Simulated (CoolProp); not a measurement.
A simple Rankine cycle with n-heptane: condensing at 299.15 K, boiler at 2.04 MPa, turbine inlet 599 K, turbine efficiency 0.65, pump efficiency 0.6, no recuperator. Each further row changes one setting.

The numbers come from the reference Helmholtz-energy equation of state, Span 2003 in CoolProp. It is a short technical equation, of lower accuracy than the large ones.

```json
[
 {"case": "as stated", "thermal efficiency (%)": "15.5", "net work (kJ/kg)": "157", "heat in (kJ/kg)": "1010", "turbine exit temperature (K)": "[?]", "volume ratio over the turbine": "350"},
 {"case": "condensing temperature 291.15 K", "thermal efficiency (%)": "16.3", "net work (kJ/kg)": "167", "heat in (kJ/kg)": "1030", "turbine exit temperature (K)": "521.6", "volume ratio over the turbine": "[?]"},
 {"case": "boiler pressure 1.43 MPa", "thermal efficiency (%)": "14.8", "net work (kJ/kg)": "152", "heat in (kJ/kg)": "1020", "turbine exit temperature (K)": "[?]", "volume ratio over the turbine": "230"},
 {"case": "turbine efficiency 0.55", "thermal efficiency (%)": "13.1", "net work (kJ/kg)": "132", "heat in (kJ/kg)": "1010", "turbine exit temperature (K)": "535.2", "volume ratio over the turbine": "356"}
]
```

Q: Fill in the missing entries.

A: 
- as stated, turbine exit temperature (K): 525.8
- condensing temperature 291.15 K, volume ratio over the turbine: 523
- boiler pressure 1.43 MPa, turbine exit temperature (K): 533.3
